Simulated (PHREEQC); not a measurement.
A column of 0.2 m (40 cells, dispersivity 0.01 m, 3600 s a shift, diffusion coefficient 3e-10 m²/s) holds 0.13 eq of the database's cation exchanger X per kg of pore water, first in equilibrium with 0.0016 mol/kgw NaCl and 1e-05 mol/kgw HCl. It is flushed with 0.077 mol/kgw KCl, 0.0038 mol/kgw Na2SO4 and 1e-05 mol/kgw HCl, at 25 °C. Values are for the last cell. The system is closed to CO2. Precipitation was switched off in this run.

The series has 31 steps of pore volumes, from 0 to 6.013.

The numbers come from PHREEQC with the ion-association model, phreeqc.dat.

Problem. After how many pore volumes does K at the outlet first reach half of its feed value?

Solution. By 2.6 pore volumes.

Problem. After how many pore volumes does S at the outlet first reach half of its feed value?

Solution. By 1.0 pore volumes.

Species that the database lacks are ignored.
